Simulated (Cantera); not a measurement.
Input (Python, Cantera) and output of one run.

```python
import numpy as np
import cantera as ct

gas_names = """
    H HO2 H2 H2O H2O2 O OH O2 O3 Ti TiO TiO2
""".split()
cond_names = """
    H2O(s) H2O(L) Ti(a) Ti(b) Ti(L) TiO(a) TiO(b) TiO(L) TiO2(ru) TiO2(L) Ti2O3(a) Ti2O3(b) Ti2O3(L)
    Ti3O5(a) Ti3O5(b) Ti3O5(L) Ti4O7(s) Ti4O7(L)
""".split()


# ... load() reads the species with a 1 bar reference pressure and builds the phases ...
atoms = {
    'TiO2': {'Ti': 1, 'O': 2},
    'H2': {'H': 2},
}
top_T = {}  # K; cautious upper limits of use, not melting points


# ... equilibrate(T, P, feed) seeds the gas with the atoms and calls Mixture.equilibrate('TP', solver="vcs", rtol=1e-11, max_steps=5000) ...
results = []
feed = {'TiO2': 1, 'H2': 84}  # mol
T = 1198  # K
P = 21  # Pa
mix = equilibrate(T, P, feed)
results.append((T, P, feed, dict(zip(mix.species_names, mix.species_moles))))
x = sorted(zip(gas.X, gas.species_names), reverse=True)
print(f"T = {T:g} K  P = {P:g} Pa  gas = {mix.phase_moles(0):.4g} mol")
print("   x: " + "  ".join(f"{s} {v:.3e}" for v, s in x if v > 0.001))
print("   condensed (mol): " + ("  ".join(f"{mix.phase(i).name} {mix.phase_moles(i):.4g}"
      for i in range(1, mix.n_phases) if mix.phase_moles(i) > 1e-12) or "none"))
```

It prints:

```
T = 1198 K  P = 21 Pa  gas = 84 mol
   x: H2 9.989e-01  H2O 1.038e-03
   condensed (mol): TiO2(ru) 0.6512  Ti4O7(s) 0.08721
```

Equilibrium computed with Cantera from the NASA thermochemical tables; the gas is ideal and each condensed phase is pure. Mutual solubility and eutectic melting of coexisting phases are not modelled. Condensed phases not in the tables: Magnéli phases beyond Ti4O7.
